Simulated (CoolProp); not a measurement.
Ethanol at 293.15 K and 1.63 MPa is throttled through a valve to 0.918 MPa with no heat exchange. Each further row changes one setting.

The numbers come from the reference Helmholtz-energy equation of state, Schroeder 2014 in CoolProp.

```csv
case,temperature change (K),final density (kg/m³)
as stated,(withheld),790
outlet pressure 0.275 MPa,(withheld),789
outlet pressure 1.19 MPa,(withheld),790
```

Task: Complete the blanks.

Result: 
- as stated, temperature change (K): +0.3
- outlet pressure 0.275 MPa, temperature change (K): +0.5
- outlet pressure 1.19 MPa, temperature change (K): +0.2
